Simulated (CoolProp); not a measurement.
A simple Rankine cycle with R115: condensing at 292.15 K, boiler at 2.35 MPa, turbine inlet 354.4 K, turbine efficiency 0.9, pump efficiency 0.8, no recuperator. Each further row changes one setting.

Computed with CoolProp (reference Helmholtz-energy equation of state, Lemmon 2016).

| case | thermal efficiency (%) | net work (kJ/kg) | heat in (kJ/kg) | turbine exit temperature (K) | volume ratio over the turbine |
|---|---|---|---|---|---|
| as stated | 9.6 | 12.6 | 131 | (withheld) | 3.52 |
| turbine inlet 374.4 K | 9.6 | 14.5 | (withheld) | (withheld) | (withheld) |
| condensing temperature 284.15 K | 11.1 | 15.5 | 139 | (withheld) | 4.44 |
| boiler pressure 1.65 MPa | 7.1 | 9.87 | (withheld) | 331.7 | (withheld) |
| turbine efficiency 0.8 | 8.5 | 11.0 | 131 | 318.6 | (withheld) |

What belongs in the gaps?


- as stated, turbine exit temperature (K): 316.7
- turbine inlet 374.4 K, heat in (kJ/kg): 151
- turbine inlet 374.4 K, turbine exit temperature (K): 339.5
- turbine inlet 374.4 K, volume ratio over the turbine: 3.30
- condensing temperature 284.15 K, turbine exit temperature (K): 310.7
- boiler pressure 1.65 MPa, heat in (kJ/kg): 140
- boiler pressure 1.65 MPa, volume ratio over the turbine: 2.24
- turbine efficiency 0.8, volume ratio over the turbine: 3.56
